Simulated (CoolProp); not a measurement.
Neopentane along the isobar 16.9 MPa: density (kg/m³) from the reference equation and from simpler models built on Tc = 160.6 °C, pc = 3.196 MPa, ω = 0.196; each cubic takes its own stable root.

Values from CoolProp's reference Helmholtz-energy equation of state, Lemmon 2006. It is a short technical equation, of lower accuracy than the large ones.

```json
[
 {"T (°C)": "138.35", "phase": "liquid", "reference": "500.6", "van der Waals": "366.2", "Peng-Robinson": "537.9"},
 {"T (°C)": "155.75", "phase": "liquid", "reference": "482.0", "van der Waals": "358.7", "Peng-Robinson": "515.4"},
 {"T (°C)": "173.05", "phase": "supercritical", "reference": "463.0", "van der Waals": "351.1", "Peng-Robinson": "492.2"},
 {"T (°C)": "190.35", "phase": "supercritical", "reference": "443.5", "van der Waals": "343.4", "Peng-Robinson": "468.5"},
 {"T (°C)": "207.65", "phase": "supercritical", "reference": "423.8", "van der Waals": "335.5", "Peng-Robinson": "444.5"},
 {"T (°C)": "224.95", "phase": "supercritical", "reference": "404.0", "van der Waals": "327.6", "Peng-Robinson": "420.6"},
 {"T (°C)": "242.25", "phase": "supercritical", "reference": "384.3", "van der Waals": "319.6", "Peng-Robinson": "397.1"},
 {"T (°C)": "259.55", "phase": "supercritical", "reference": "365.0", "van der Waals": "311.5", "Peng-Robinson": "374.5"},
 {"T (°C)": "276.85", "phase": "supercritical", "reference": "346.3", "van der Waals": "303.4", "Peng-Robinson": "353.0"}
]
```
